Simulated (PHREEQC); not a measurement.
Consider water at 25 °C with 0.0044 mol/kgw H3BO3, 0.13 mol/kgw NaOH and 0.00013 mol/kgw KCl. It is in equilibrium with CO2 at log p = -3.4 (atm). Otherwise closed; pH follows from the charge balance.

All values are PHREEQC results (ion-association model, wateq4f.dat), not measurements.

```
quantity                    before     after
------------------------  --------  --------
pH                            9.74      5.53
ionic strength (mol/kgw)     0.135  0.000133
HCO3- (mol/kgw)             0.0426   2.09e-6
CO3-2 (mol/kgw)             0.0239  3.48e-11
H2BO3- (mol/kgw)           0.00360   8.76e-7
H3BO3 (mol/kgw)           0.000798   0.00440
```

Problem. Which change was made?
(A) KCl from 0.00013 to 2.6e-05 mol/kgw
(B) NaOH left out
(C) 0.034 mol/kgw Na2CO3 added
(D) temperature from 25 to 20 °C
(E) KCl left out

Solution. B, NaOH left out

Precipitation was switched off in this run.
